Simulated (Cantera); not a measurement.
A closed system holds: 1 mol MgSO4, 0.17 mol C, 0.041 mol O2, equilibrated at 0.133 bar.

Method: chemical equilibrium by Gibbs-energy minimisation in Cantera with the NASA 1993 tables (ideal gas, pure condensed phases). Candidate condensed phases: C, Mg, MgCO3, MgO, MgS, MgSO4, S; 26 gas species. Mutual solubility and eutectic melting of coexisting phases are not modelled. Equilibrium is a limit: real reactors are often held back by kinetics, nucleation or transport.

Question: Which condensed phases are stable at each of these points (T (°C)): 852, 877, 902, 927, 952, 977, 1002, 1027, 1052, 1077, 1102?

Answer: 
| T (°C) | condensed phases | Mg condensed (%) |
|---|---|---|
| 852 | MgO(s) + MgSO4(s) | 100.0 |
| 877 | MgO(s) + MgSO4(s) | 100.0 |
| 902 | MgO(s) + MgSO4(s) | 100.0 |
| 927 | MgO(s) + MgSO4(s) | 100.0 |
| 952 | MgO(s) + MgSO4(s) | 100.0 |
| 977 | MgO(s) | 100.0 |
| 1002 | MgO(s) | 100.0 |
| 1027 | MgO(s) | 100.0 |
| 1052 | MgO(s) | 100.0 |
| 1077 | MgO(s) | 100.0 |
| 1102 | MgO(s) | 100.0 |

From 852 °C to 952 °C the condensed part is MgO(s) + MgSO4(s). From 977 °C to 1102 °C the condensed part is MgO(s).
